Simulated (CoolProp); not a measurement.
Vapour-liquid equilibrium of R22 (1) + ethanol (2) at 274.9 K; x and y are mole fractions of (1).

The numbers come from the multi-fluid Helmholtz-energy mixture model, Kamei 1995 and Schroeder 2014; pair parameters Bell 2016 in CoolProp.

Give the bubble pressure and the first vapour's composition at x = 0.35, 0.85, 0.95. Is there an azeotrope?

x = 0.35: 0.2974 MPa, y = 0.995; x = 0.85: 0.4622 MPa, y = 0.998; x = 0.95: 0.5005 MPa, y = 0.999. No azeotrope shows between x = 0.05 and 0.95.

Pair parameters are fitted to limited data, so mixtures are less certain than the pure fluids. With so large a gap from Raoult's law the liquid may split in two, which this calculation doesn't test in full.
